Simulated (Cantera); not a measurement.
An adiabatic, constant-volume homogeneous reactor starts with 7.93 % CH4, 19.3 % O2, 72.7 % N2, at 1650 K and 9.50 bar.

Cantera simulation using GRI-Mech 3.0 (53 species, 325 reactions); the numbers are that mechanism's predictions, not measurements. Above 3000 K some thermodynamic fits are extrapolated.

**Question.** Predict: time of steepest temperature rise; temperature at 0.100 s; equilibrium temperature; x(O2) at 0.100 s; x(NO) at 0.100 s; x(N2O) at 0.100 s; x(H2) at 0.100 s.

**Answer.** 
```
Quantity                                                             Value
---------------------------------  ---------------------------------------
time of steepest temperature rise                                  46.2 µs
temperature at 0.100 s                                              3062 K
equilibrium temperature                                             3062 K
x(O2) at 0.100 s                     0.0345 (gas-phase equilibrium 0.0345)
x(NO) at 0.100 s                     0.0196 (gas-phase equilibrium 0.0196)
x(N2O) at 0.100 s                  4.47e-6 (gas-phase equilibrium 4.47e-6)
x(H2) at 0.100 s                   0.00920 (gas-phase equilibrium 0.00920)
```
